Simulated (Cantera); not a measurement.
## Silicates and aluminates: SiO2 + Al2O3 + H2

Charge: 1 mol SiO2, 1 mol Al2O3, 56 mol H2, equilibrated at 1 atm.

These are equilibrium values from Cantera (NASA tables, ideal gas, pure condensed phases), not measurements of a reactor. Candidate condensed phases: Al, Al2O3, Al2SiO5, Al6Si2O13, H2O, Si, SiO2; 28 gas species. Mutual solubility and eutectic melting of coexisting phases are not modelled. The tables hold silica as quartz up to 1696 K and as liquid above; real silica turns to tridymite and cristobalite and melts near 1996 K. Condensed phases not in the tables: alloys, solid solutions and most ternary compounds. Equilibrium is a limit: real reactors are often held back by kinetics, nucleation or transport.

From 1275 °C to 1375 °C the condensed part is Al6Si2O13(mullite) + SiO2(β-quartz). From 1425 °C to 1675 °C the condensed part is Al6Si2O13(mullite) + SiO2(condensed). At 1725 °C the condensed part is Al6Si2O13(mullite). At 1775 °C the condensed part is Al2O3(s) + Al6Si2O13(mullite). The main Si-bearing gas is SiO throughout. The share of Si in condensed phases is highest at 1275 °C (99.5 %) and lowest at 1775 °C (58.8 %).

| T (°C) | log p H2 | log p SiO | log p H2O | log p H | log p OH | log p AlOH | n Al6Si2O13(mullite) | n SiO2(β-quartz) | n SiO2(condensed) | n Al2O3(s) |
|---|---|---|---|---|---|---|---|---|---|---|
| 1275 | 0.01 | -4.09 | -4.09 | -4.51 | -10.08 | -9.16 | 0.333 | 0.329 | 0 | 0 |
| 1325 | 0.01 | -3.80 | -3.80 | -4.27 | -9.49 | -8.77 | 0.333 | 0.325 | 0 | 0 |
| 1375 | 0.01 | -3.54 | -3.54 | -4.05 | -8.94 | -8.40 | 0.333 | 0.317 | 0 | 0 |
| 1425 | 0.01 | -3.29 | -3.29 | -3.84 | -8.42 | -8.06 | 0.333 | 0 | 0.305 | 0 |
| 1475 | 0.00 | -3.05 | -3.05 | -3.64 | -7.93 | -7.73 | 0.333 | 0 | 0.285 | 0 |
| 1525 | 0.00 | -2.84 | -2.84 | -3.45 | -7.47 | -7.42 | 0.333 | 0 | 0.253 | 0 |
| 1575 | 0.00 | -2.63 | -2.63 | -3.27 | -7.04 | -7.13 | 0.333 | 0 | 0.203 | 0 |
| 1625 | 0.00 | -2.44 | -2.44 | -3.11 | -6.63 | -6.86 | 0.333 | 0 | 0.130 | 0 |
| 1675 | 0.00 | -2.25 | -2.25 | -2.95 | -6.24 | -6.60 | 0.333 | 0 | 0.0223 | 0 |
| 1725 | 0.00 | -2.22 | -2.22 | -2.79 | -6.02 | -6.18 | 0.333 | 0 | 0 | 0 |
| 1775 | 0.00 | -2.13 | -2.13 | -2.65 | -5.74 | -5.86 | 0.294 | 0 | 0 | 0.118 |
log p: log10 of the partial pressure in bar; n: condensed amount in mol.
